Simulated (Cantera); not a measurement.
A closed system holds: 1 mol Al(CH3)3, a varied amount of NH3, 6.7 mol N2, held at 0.590 bar.

Method: chemical equilibrium by Gibbs-energy minimisation in Cantera with the NASA 1993 tables (ideal gas, pure condensed phases). Candidate condensed phases: Al, AlN, C, C6H6, C7H8, C8H18; 97 gas species. The feed counts by its element totals alone. Equilibrium is a limit: real reactors are often held back by kinetics, nucleation or transport.

Stable condensed phases, one row left out:

```
T in °C \ n(NH3) in mol
          35  42  49  57  68  79  93 110 130 150 180
   1750    A   A   A   A   A   A   A   A   A   A   B
   1650    A   A   A   A   A   A   A   A   A   A   A
   1550    A   A   A   A   A   A   A   A   A   A   A
   1450    A   A   A   A   A   A   A   A   A   A   A
   1350    A   A   A   A   A   A   A   A   A   A   A
   1250    A   A   A   A   A   A   A   A   A   A   A
   1150    A   A   A   A   A   A   A   A   A   A   A
   1050    A   A   A   A   A   A   A   A   A   A   A
    850    A   A   A   A   A   A   A   A   A   A   B
    750    A   A   A   A   B   B   B   B   B   B   B
    650    B   B   B   B   B   B   B   B   B   B   B
```

A: AlN + C; B: AlN.

Question: Give the row for 950 °C.

Answer: 35: AlN + C; 42: AlN + C; 49: AlN + C; 57: AlN + C; 68: AlN + C; 79: AlN + C; 93: AlN + C; 110: AlN + C; 130: AlN + C; 150: AlN + C; 180: AlN + C.
